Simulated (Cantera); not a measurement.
Reactions in the system F-H-Mg-S

Standard-state values (1 bar) from the NASA 1993 polynomials, evaluated with Cantera. Values are per mole of reaction as written; species without (g) are pure solids or liquids, kept so even where they would boil at 1 bar.

2 MgS + 4 HF(g) → 2 MgF2 + 2 H2(g) + S2(g)

```tsv
T (K)	ΔH° (kJ)	ΔS° (J/K)	ΔG° (kJ)	log10 K	condensed phases
300	-338.5	-191.6	-281.0	48.92	MgS(s), MgF2(s)
1873	-166.0	-60.7	-52.2	1.46	MgS(s), MgF2(l)
1923	-163.4	-59.4	-49.2	1.34	MgS(s), MgF2(l)
1973	-160.9	-58.1	-46.3	1.23	MgS(s), MgF2(l)
2023	-158.3	-56.8	-43.4	1.12	MgS(s), MgF2(l)
2073	-155.9	-55.6	-40.6	1.02	MgS(s), MgF2(l)
2123	-153.4	-54.4	-37.9	0.93	MgS(s), MgF2(l)
2173	-151.0	-53.3	-35.2	0.85	MgS(s), MgF2(l)
```
